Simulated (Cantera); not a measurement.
What does this Cantera script print?

```python
import numpy as np
import cantera as ct

gas = ct.Solution("gri30.yaml")
gas.TPX = 398, 260000, {'CH4': 1, 'C2H6': 1, 'C3H8': 0.56, 'O2': 5.93, 'N2': 22.3, 'H2O': 1.8}
flame = ct.FreeFlame(gas, width=0.02)
flame.set_refine_criteria(ratio=3, slope=0.08, curve=0.16)
flame.transport_model = "mixture-averaged"
flame.solve(loglevel=0, auto=True)
z, T = flame.grid, flame.T
thick = (T[-1] - T[0]) / np.gradient(T, z).max()
show = ['CH4', 'C2H6', 'C3H8', 'CO', 'N2O', 'HCN']
print(f"laminar burning velocity  {flame.velocity[0] * 100:.3f} cm/s")
print(f"burnt temperature         {T[-1]:.1f} K")
print(f"thermal thickness         {thick * 1e3:.4f} mm")
print(f"grid points               {len(z)}")
z0 = z[flame.heat_release_rate.argmax()]
print(f"{'z/mm':>9s}{'T/K':>9s}{'u/(m/s)':>9s}" + "".join(f"{s:>11s}" for s in show))
rows = []
for k in (-3, -2, -1.5, -1, -0.5, -0.25, 0, 0.25, 0.5, 1, 2, 4, 8):
    zz = z0 + k * thick
    rows.append([k * thick, np.interp(zz, z, T), np.interp(zz, z, flame.velocity),
                 *(np.interp(zz, z, flame.X[gas.species_index(s)]) for s in show)])
    print(f"{rows[-1][0] * 1e3:9.3f}{rows[-1][1]:9.1f}{rows[-1][2]:9.3f}" + "".join(f"{x:11.3e}" for x in rows[-1][3:]))
```

Output:

```
laminar burning velocity  20.965 cm/s
burnt temperature         2003.6 K
thermal thickness         0.3468 mm
grid points               140
     z/mm      T/K  u/(m/s)        CH4       C2H6       C3H8         CO        N2O        HCN
   -1.041    398.4    0.210  3.058e-02  3.060e-02  1.714e-02  1.017e-05  6.941e-13  2.405e-10
   -0.694    402.2    0.213  3.036e-02  3.045e-02  1.706e-02  1.273e-04  1.373e-11  4.696e-09
   -0.520    420.3    0.225  2.989e-02  3.016e-02  1.695e-02  7.312e-04  1.149e-10  3.886e-08
   -0.347    535.8    0.291  2.796e-02  2.861e-02  1.639e-02  5.168e-03  1.309e-09  4.273e-07
   -0.173    988.5    0.555  2.134e-02  1.879e-02  1.123e-02  2.752e-02  1.065e-08  3.184e-06
   -0.087   1368.8    0.788  1.547e-02  7.528e-03  3.663e-03  5.105e-02  2.319e-08  6.670e-06
    0.000   1718.2    1.006  7.534e-03  5.374e-04  5.648e-05  7.376e-02  3.406e-08  1.250e-05
    0.087   1891.3    1.109  2.544e-03  2.122e-05  3.502e-08  8.000e-02  2.488e-08  1.989e-05
    0.173   1953.2    1.144  1.109e-03  3.209e-06  1.084e-09  7.921e-02  1.395e-08  2.399e-05
    0.347   1987.9    1.162  4.966e-04  3.821e-07  3.905e-11  7.679e-02  5.715e-09  2.507e-05
    0.694   2000.9    1.168  3.147e-04  6.016e-08  2.112e-12  7.521e-02  2.726e-09  2.331e-05
    1.387   2004.6    1.170  2.473e-04  1.585e-08  2.591e-13  7.478e-02  1.830e-09  2.071e-05
    2.775   2004.8    1.171  1.770e-04  5.732e-09  5.425e-14  7.499e-02  1.752e-09  1.714e-05
```

Computed with Cantera and GRI-Mech 3.0 (53 species, 325 reactions). GRI-Mech 3.0 was tuned for natural gas; its chemistry of propane as a main component is partial and can be far from experiment. Burning velocities carry a grid error of a few per cent, more on coarse grids.
